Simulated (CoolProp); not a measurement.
Vapour-liquid equilibrium of ethylbenzene (1) + o-xylene (2) at 203.15 °C; x and y are mole fractions of (1).

The numbers come from the multi-fluid Helmholtz-energy mixture model, Zhou 2012 and Zhou 2012; pair parameters Bell 2016 in CoolProp.

| x | bubble pressure (kPa) | y at the bubble point | dew pressure at overall composition x (kPa) | liquid density (mol/L) |
|---|---|---|---|---|
| 0.05 | 389.3 | 0.058 | 388.8 | 6.660 |
| 0.125 | 394.9 | 0.143 | 393.7 | 6.644 |
| 0.2 | 400.7 | 0.227 | 398.8 | 6.628 |
| 0.275 | 406.6 | 0.309 | 404.1 | ___ |
| 0.35 | 412.5 | 0.388 | 409.7 | 6.596 |
| 0.425 | 418.5 | 0.465 | 415.4 | 6.581 |
| 0.5 | 424.4 | 0.540 | 421.2 | ___ |
| 0.575 | 430.1 | 0.613 | 427.1 | 6.552 |
| 0.65 | 435.7 | 0.684 | ___ | 6.538 |
| 0.725 | 441.1 | 0.753 | 439.0 | 6.525 |
| 0.8 | 446.3 | 0.821 | 444.7 | 6.513 |
| 0.875 | 451.2 | 0.888 | 450.3 | 6.501 |
| 0.95 | 455.8 | 0.955 | 455.5 | 6.491 |

Complete the blanks.


- 0.275, liquid density (mol/L): 6.612
- 0.5, liquid density (mol/L): 6.566
- 0.65, dew pressure at overall composition x (kPa): 433.1

No azeotrope shows between x = 0.05 and 0.95.

The pair parameters rest on a limited set of measurements; away from them the model extrapolates.
